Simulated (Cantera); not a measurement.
A freely propagating, adiabatic, planar premixed flame of CH4 : O2 : N2 = 1 : 1.82 : 7.09 (molar parts), unburnt at 548 K and 750 Torr; multicomponent+Soret transport, grid criteria slope 0.08 and curve 0.16, no radiation.

Detailed kinetics in Cantera: GRI-Mech 3.0 (53 species, 325 reactions). Burning velocities carry a grid error of a few per cent, more on coarse grids.

Task: Predict: laminar burning velocity; thermal thickness; peak x(H); peak x(C2H2); peak x(CH2).

Result: 
```
Quantity                     Value
------------------------  --------
laminar burning velocity  103 cm/s
thermal thickness         0.360 mm
peak x(H)                  0.00977
peak x(C2H2)              0.000258
peak x(CH2)                7.16e-5
```
